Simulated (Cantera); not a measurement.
An adiabatic, constant-volume homogeneous reactor starts with 22.7 % CH3OH, 16.2 % O2, 61.1 % N2, equivalence ratio 2.1, at 1125 K and 19500 Torr.

Cantera simulation using GRI-Mech 3.0 (53 species, 325 reactions); the numbers are that mechanism's predictions, not measurements. GRI-Mech 3.0 was tuned for natural gas; its chemistry of methanol as a main component is partial and can be far from experiment. The pressure lies above the range GRI-Mech 3.0 was tuned for (to about 10 atm).

Question: Predict: time of steepest temperature rise; temperature at 0.300 s; equilibrium temperature; x(O2) at 0.300 s; x(H2O) at 0.300 s; x(H2) at 0.300 s; x(HCN) at 0.300 s; x(NO) at 0.300 s.

Answer: 
| Property | Result |
|---|---|
| time of steepest temperature rise | 2.53 ms |
| temperature at 0.300 s | 2626 K |
| equilibrium temperature | 2626 K |
| x(O2) at 0.300 s | 3.73e-6 (gas-phase equilibrium 3.73e-6) |
| x(H2O) at 0.300 s | 0.215 (gas-phase equilibrium 0.215) |
| x(H2) at 0.300 s | 0.134 (gas-phase equilibrium 0.134) |
| x(HCN) at 0.300 s | 3.61e-6 (gas-phase equilibrium 3.61e-6) |
| x(NO) at 0.300 s | 9.29e-5 (gas-phase equilibrium 9.29e-5) |
